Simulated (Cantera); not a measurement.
A closed system holds: 1 mol TEOS, 1.5 mol CO2, 0.3 mol H2, 0.073 mol O3, at 0.100 bar.

These are equilibrium values from Cantera (NASA tables, ideal gas, pure condensed phases), not measurements of a reactor. Candidate condensed phases: C, C6H6, C7H8, C8H18, H2O, Si, SiC, SiO2; 123 gas species. The feed counts by its element totals alone. The tables hold silica as quartz up to 1696 K and as liquid above; real silica turns to tridymite and cristobalite and melts near 1996 K. Equilibrium is a limit: real reactors are often held back by kinetics, nucleation or transport.

x: gas mole fraction; n: condensed amount in mol.

| T (°C) | x H2 | x CO | x H2O | x CH4 | n C(graphite) | n SiO2(β-quartz) | n SiC(s) |
|---|---|---|---|---|---|---|---|
| 800 | 0.661 | 0.332 | [?] | 0.00201 | 4.32 | 1.00 | 0 |
| 850 | 0.662 | 0.335 | [?] | 0.00129 | 4.29 | 1.00 | 0 |
| 900 | 0.663 | 0.336 | [?] | 0.000854 | 4.28 | 1.00 | 0 |
| 950 | 0.663 | 0.336 | [?] | 0.000585 | 4.28 | 1.00 | 0 |
| 1000 | 0.663 | 0.336 | [?] | 0.000413 | 4.28 | 1.00 | 0 |
| 1050 | 0.663 | 0.336 | [?] | 0.000299 | 4.28 | 1.000 | 0 |
| 1100 | 0.663 | 0.336 | [?] | 0.000222 | 4.28 | 1.000 | 0 |
| 1150 | 0.663 | 0.336 | [?] | 0.000168 | 4.28 | 1.000 | 0 |
| 1200 | 0.663 | 0.336 | [?] | 0.000129 | 4.28 | 0.998 | 0 |
| 1250 | 0.663 | 0.337 | [?] | 0.000101 | 4.27 | 0.990 | 0 |
| 1300 | 0.588 | 0.411 | [?] | 6.34e-5 | 1.32 | 0 | 0.981 |

Complete the blanks.


- 800, x H2O: 0.00286
- 850, x H2O: 0.00146
- 900, x H2O: 0.000789
- 950, x H2O: 0.000447
- 1000, x H2O: 0.000265
- 1050, x H2O: 0.000163
- 1100, x H2O: 0.000104
- 1150, x H2O: 6.89e-5
- 1200, x H2O: 4.67e-5
- 1250, x H2O: 3.25e-5
- 1300, x H2O: 2.51e-5
